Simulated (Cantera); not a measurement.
Input: 1 mol Al, 8.7 mol N₂O, 30 mol H₂, equilibrated at 798 K and 1.10 mbar.

Cantera equilibrium calculation (NASA polynomials, part measured and part estimated; ideal gas, pure solids and liquids). Candidate condensed phases: Al, AlN, Al₂O₃, H₂O; 35 gas species. Kinetics and transport are ignored.

Base state: H₂ 0.589, N₂ 0.225, H₂O 0.186 (mole fractions); condensed: Al₂O₃(s).

Question: What changes in the equilibrium state with this change: N₂O from 8.7 to 0.55 mol?

Answer: 
| species | before | after |
|---|---|---|
| H₂ | 0.589 | 0.992 |
| N₂ | 0.225 | 0.00772 |
| H₂O | 0.186 | <1e-9 |
| Al₂O₃(s), mol | 0.500 | 0.183 |
| AlN(s), mol | 0 | 0.633 |

Question: What changes in the equilibrium state with this change: H₂ from 30 to 2.1 mol?

Answer: 
```csv
species,before,after
N₂,0.225,0.652
O₂,<1e-9,0.191
H₂O,0.186,0.157
H₂,0.589,<1e-9
"Al₂O₃(s), mol",0.500,0.500
```
